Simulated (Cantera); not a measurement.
A perfectly stirred reactor is fed with CH3OH : O2 : N2 = 0.0079 : 0.026 : 1 (molar parts), equivalence ratio 0.46, at 5.80 bar; it is held at 1050 K, and followed from long to short residence time.

Cantera simulation using GRI-Mech 3.0 (53 species, 325 reactions); the numbers are that mechanism's predictions, not measurements. GRI-Mech 3.0 was tuned for natural gas; its chemistry of methanol as a main component is partial and can be far from experiment.

**Question.** What does this change do: temperature 1050 to 1300 K?

**Answer.** 
```
quantity                   before    after
-----------------------  --------  -------
x(CH3OH) at τ = 0.950 s  0.000127  3.02e-6
x(O2) at τ = 0.950 s       0.0149   0.0137
x(CO2) at τ = 0.950 s     0.00551  0.00751
x(C2H6) at τ = 0.950 s     <1e-12   <1e-12
x(NO) at τ = 0.950 s     3.38e-11  1.38e-7
x(CH3OH) at τ = 70.0 ms  0.000735  2.16e-5
x(O2) at τ = 70.0 ms       0.0177   0.0141
x(CO2) at τ = 70.0 ms     0.00214  0.00682
x(C2H6) at τ = 70.0 ms     <1e-12   <1e-12
x(NO) at τ = 70.0 ms     2.48e-12  1.08e-7
```

**Question.** What does this change do: 0.093 parts H2 added?

**Answer.** 
```json
[
 {"quantity": "x(CH3OH) at τ = 0.950 s", "before": "0.000127", "after": "4.34e-5"},
 {"quantity": "x(O2) at τ = 0.950 s", "before": "0.0149", "after": "0.00118"},
 {"quantity": "x(CO2) at τ = 0.950 s", "before": "0.00551", "after": "0.00286"},
 {"quantity": "x(C2H6) at τ = 0.950 s", "before": "<1e-12", "after": "3.54e-12"},
 {"quantity": "x(NO) at τ = 0.950 s", "before": "3.38e-11", "after": "2.52e-11"},
 {"quantity": "x(CH3OH) at τ = 70.0 ms", "before": "0.000735", "after": "0.000385"},
 {"quantity": "x(O2) at τ = 70.0 ms", "before": "0.0177", "after": "0.00777"},
 {"quantity": "x(CO2) at τ = 70.0 ms", "before": "0.00214", "after": "0.00143"},
 {"quantity": "x(C2H6) at τ = 70.0 ms", "before": "<1e-12", "after": "<1e-12"},
 {"quantity": "x(NO) at τ = 70.0 ms", "before": "2.48e-12", "after": "2.07e-11"}
]
```
The temperature is held fixed by assumption; the heat of reaction is taken as removed at once.
